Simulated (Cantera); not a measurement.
What does this Cantera script print?

```python
import numpy as np
import cantera as ct

gas_names = [...]  # 92 gases of nasa_gas.yaml made of C, H, N
cond_names = """
    C(gr) C6H6(L) C7H8(L) C8H18(L),n-octa
""".split()


# ... load() reads the species with a 1 bar reference pressure and builds the phases ...
atoms = {
    'C': {'C': 1},
    'H2': {'H': 2},
    'N2': {'N': 2},
}
top_T = {'C(gr)': 4500}  # K; cautious upper limits of use, not melting points


# ... equilibrate(T, P, feed) seeds the gas with the atoms and calls Mixture.equilibrate('TP', solver="vcs", rtol=1e-11, max_steps=5000) ...
results = []
feed = {'C': 1, 'H2': 1.1, 'N2': 50}  # mol
P = 13332.2  # Pa
for T in [925, 1125, 1325, 1525, 1725, 1925, 2125, 2325, 2525, 2725]:
    mix = equilibrate(T, P, feed)
    results.append((T, P, feed, dict(zip(mix.species_names, mix.species_moles))))

top = {s: max(r[3][s] / sum(r[3][g] for g in gas_names) for r in results) for s in gas_names}
cols = sorted((s for s in top if top[s] > 0.001), key=lambda s: -top[s])[:5]
seen = [c for c in cond_names if any(r[3].get(c, 0) > 1e-12 for r in results)]
print("log10 of partial pressures in bar; condensed amounts in mol")
print(f"{'T/K':>10s}" + "".join(f"{s[:9]:>10s}" for s in cols + seen))
for T, P, feed, n in results:
    ng = sum(n[g] for g in gas_names)
    print(f"{T:10.4g}" + "".join(f"{np.log10(max(n[s] / ng * P / 1e5, 1e-99)):10.3f}" for s in cols)
          + "".join(f"{n.get(c, 0):10.4g}" for c in seen))
```

Result:

```
log10 of partial pressures in bar; condensed amounts in mol
       T/K        N2        H2         H       HCN        CN     C(gr)
       925    -0.885    -2.543   -10.856    -7.563   -19.980    0.9993
      1125    -0.885    -2.542    -8.623    -6.226   -15.568    0.9997
      1325    -0.885    -2.543    -7.058    -5.297   -12.495     0.998
      1525    -0.885    -2.544    -5.898    -4.615   -10.234    0.9905
      1725    -0.885    -2.549    -5.006    -4.095    -8.501     0.968
      1925    -0.885    -2.563    -4.301    -3.689    -7.133    0.9165
      2125    -0.886    -2.594    -3.737    -3.370    -6.025    0.8209
      2325    -0.887    -2.660    -3.288    -3.128    -5.110     0.673
      2525    -0.889    -2.782    -2.943    -2.958    -4.342    0.4816
      2725    -0.891    -2.987    -2.698    -2.865    -3.689    0.2463
```

These are equilibrium values from Cantera (NASA tables, ideal gas, pure condensed phases), not measurements of a reactor.
